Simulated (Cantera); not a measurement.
A Cantera script and its output.

```python
import numpy as np
import cantera as ct

gas = ct.Solution("gri30.yaml")


def delay(T, t_max=10):
    gas.TPX = T, 250000, {'CH3OH': 1, 'O2': 3.49, 'N2': 14}
    reactor = ct.IdealGasConstPressureReactor(gas, clone=False)
    net = ct.ReactorNet([reactor])
    net.rtol, net.atol = 1e-8, 1e-16
    while net.time < t_max:
        t_old, T_old = net.time, reactor.T
        net.step()
        if reactor.T > T + 400:  # ignition: a rise of 400 K
            return t_old + (T + 400 - T_old) / (reactor.T - T_old) * (net.time - t_old)
    return np.nan


taus = []
for T in [1225, 1300, 1375, 1450, 1525, 1600, 1675]:
    taus.append(delay(T))
    print(f"T0 = {T:6g} K   tau = {taus[-1]:.4e} s")
```

It prints:

```
T0 =   1225 K   tau = 3.5745e-03 s
T0 =   1300 K   tau = 1.2119e-03 s
T0 =   1375 K   tau = 4.8150e-04 s
T0 =   1450 K   tau = 2.1963e-04 s
T0 =   1525 K   tau = 1.1244e-04 s
T0 =   1600 K   tau = 6.3896e-05 s
T0 =   1675 K   tau = 3.9536e-05 s
```

Cantera simulation using GRI-Mech 3.0 (53 species, 325 reactions); the numbers are that mechanism's predictions, not measurements. GRI-Mech 3.0 was tuned for natural gas; its chemistry of methanol as a main component is partial and can be far from experiment.
